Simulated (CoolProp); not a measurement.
A closed Brayton cycle with carbon dioxide: compressor inlet 309.15 K and 7.5 MPa, high pressure 19.3 MPa, turbine inlet 695 K, compressor efficiency 0.89, turbine efficiency 0.85, recuperator effectiveness 0.95 (on enthalpy, no pinch check). Each further row changes one setting.

The numbers come from the reference Helmholtz-energy equation of state, Span 1996 in CoolProp.

```tsv
case	thermal efficiency (%)	net work (kJ/kg)	compressor to turbine work	compressor exit (K)	turbine exit (K)
as stated	30.0	59.3	0.38	377.3	598.0
turbine inlet 645 K	27.2	50.8	0.42	377.3	[?]
compressor inlet 319.15 K	[?]	50.8	0.47	[?]	598.0
high pressure 16.4 MPa	29.3	51.6	0.36	[?]	[?]
recuperator effectiveness 0.5	19.0	59.3	0.38	377.3	598.0
```

Task: What belongs in the gaps?

Result: 
- turbine inlet 645 K, turbine exit (K): 551.5
- compressor inlet 319.15 K, thermal efficiency (%): 28.2
- compressor inlet 319.15 K, compressor exit (K): 397.5
- high pressure 16.4 MPa, compressor exit (K): 365.4
- high pressure 16.4 MPa, turbine exit (K): 614.5
